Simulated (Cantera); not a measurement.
A closed system holds: 1 mol SiCl4, 0.68 mol Cl2, 2.2 mol H2, at 875 K and 13300 Pa.

These are equilibrium values from Cantera (NASA tables, ideal gas, pure condensed phases), not measurements of a reactor. Candidate condensed phases: Si; 19 gas species. Equilibrium is a limit: real reactors are often held back by kinetics, nucleation or transport.

Task: What is the equilibrium state?

Result: 
```json
{
  "x(H2)": "0.391",
  "x(HCl)": "0.351",
  "x(SiCl4)": "0.257",
  "x(SiHCl3)": "0.000627",
  "x(SiCl3)": "7.58e-6",
  "gas_amount": "3.880 mol",
  "log10 activity of Si(s) (absent)": "-7.49"
}
```
